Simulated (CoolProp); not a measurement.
Fluorine along the isotherm 218.1 K: fugacity coefficient from the reference equation and from simpler models built on Tc = 144.4 K, pc = 5240 kPa, ω = 0.045; each cubic takes its own stable root.

Model: reference Helmholtz-energy equation of state, de Reuck 1990, in CoolProp.

| p (kPa) | phase | reference |
|---|---|---|
| 1190 | gas | 0.9810 |
| 2380 | gas | 0.9620 |
| 3570 | gas | 0.9433 |
| 4760 | gas | 0.9252 |
| 5950 | supercritical | 0.9077 |
| 7140 | supercritical | 0.8908 |
| 8340 | supercritical | 0.8746 |
| 9530 | supercritical | 0.8592 |
| 10700 | supercritical | 0.8447 |
| 11900 | supercritical | 0.8305 |
| 13100 | supercritical | 0.8170 |

Question: How far does each simpler model (van der Waals, Soave-Redlich-Kwong, Peng-Robinson) lie from the reference over these 11 states: mean and median of the absolute difference, and the worst?

Answer: 
- van der Waals: mean 2.7 %, median 2.6 %, worst -5.3 % at 218.1 K and 13100 kPa
- Soave-Redlich-Kwong: mean 0.4 %, median 0.4 %, worst +1.0 % at 218.1 K and 13100 kPa
- Peng-Robinson: mean 2.5 %, median 2.6 %, worst -4.0 % at 218.1 K and 13100 kPa
